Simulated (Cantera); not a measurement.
A perfectly stirred reactor is fed with C2H6 : H2 = 1 : 1.2 (molar parts), at 2600 Pa; it is held at 1875 K, and followed from long to short residence time.

Model: GRI-Mech 3.0 (53 species, 325 reactions), integrated in Cantera. GRI-Mech 3.0 stops at C3 and has no aromatics, soot or wall deposition, so with more carbon than oxygen in the feed, carbon stays in small species such as C2H2 where larger ones or solid carbon would form. Radical loss at walls, strong at low pressure, is not modelled.

One state of this run: x C2H6 = 8.81e-5; x H2 = 0.731; x CH2 = 1.15e-5; x C2H4 = 0.000621; x C2H2 = 0.227. x: mole fraction; the columns are a selection and need not sum to one.

Task: Which value of τ (s) does it belong to?
(A) 0.00011
(B) 4.9
(C) 0.14
(D) 0.0040

Result: C, 0.14
